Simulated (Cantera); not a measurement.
Charge: 1 mol Pb, a varied amount of O2, 100 mol N2, equilibrated at 850 K and 6.20 bar.

Cantera equilibrium calculation (NASA polynomials, part measured and part estimated; ideal gas, pure solids and liquids). Candidate condensed phases: Pb, PbO, PbO2, Pb3O4; 12 gas species. Kinetics and transport are ignored.

### Question
Which condensed phases are stable at each of these points (n(O2) (mol)): 0.012, 0.019, 0.03, 0.046, 0.07, 0.11, 0.17, 0.26, 0.4, 0.61, 0.94, 1.5, 2.2?

### Answer
```csv
n(O2) (mol),condensed phases,Pb condensed (%)
0.012,Pb(l) + PbO(yellow),100.0
0.019,Pb(l) + PbO(yellow),100.0
0.03,Pb(l) + PbO(yellow),100.0
0.046,Pb(l) + PbO(yellow),100.0
0.07,Pb(l) + PbO(yellow),100.0
0.11,Pb(l) + PbO(yellow),100.0
0.17,Pb(l) + PbO(yellow),100.0
0.26,Pb(l) + PbO(yellow),100.0
0.4,Pb(l) + PbO(yellow),100.0
0.61,PbO(yellow),100.0
0.94,PbO(yellow),100.0
1.5,PbO(yellow),100.0
2.2,PbO(yellow),100.0
```

From 0.012 mol O2 to 0.4 mol O2 the condensed part is Pb(l) + PbO(yellow). From 0.61 mol O2 to 2.2 mol O2 the condensed part is PbO(yellow).
